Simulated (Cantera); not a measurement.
# HCl + H₂O (abatement and gas-phase synthesis)

Charge: 1 mol HCl, 2.2 mol H₂O, held at 7500 Pa.

Equilibrium computed with Cantera from the NASA thermochemical tables; the gas is ideal and each condensed phase is pure. Candidate condensed phases: H₂O; 14 gas species. The numbers say what is thermodynamically allowed, not how fast it happens.

| T (K) | log p H₂O | log p HCl | log p H₂ | log p H | log p Cl | log p OH | log p O | log p O₂ |
|---|---|---|---|---|---|---|---|---|
| 1748 | -1.29 | -1.64 | -3.61 | -5.45 | -3.58 | -4.36 | -6.30 | -4.33 |
| 1898 | -1.29 | -1.64 | -3.23 | -4.72 | -3.26 | -3.87 | -5.49 | -3.91 |
| 2048 | -1.30 | -1.66 | -2.91 | -4.10 | -2.98 | -3.46 | -4.80 | -3.56 |
| 2198 | -1.32 | -1.68 | -2.64 | -3.57 | -2.75 | -3.11 | -4.20 | -3.26 |
| 2348 | -1.34 | -1.71 | -2.41 | -3.11 | -2.56 | -2.81 | -3.69 | -3.01 |
| 2498 | -1.39 | -1.76 | -2.22 | -2.71 | -2.40 | -2.57 | -3.25 | -2.80 |
| 2648 | -1.47 | -1.83 | -2.07 | -2.37 | -2.28 | -2.38 | -2.86 | -2.65 |
| 2798 | -1.58 | -1.92 | -1.98 | -2.08 | -2.19 | -2.24 | -2.54 | -2.54 |
log p: log10 of the partial pressure in bar; nothing condenses.

From 1748 K to 2798 K nothing is condensed.
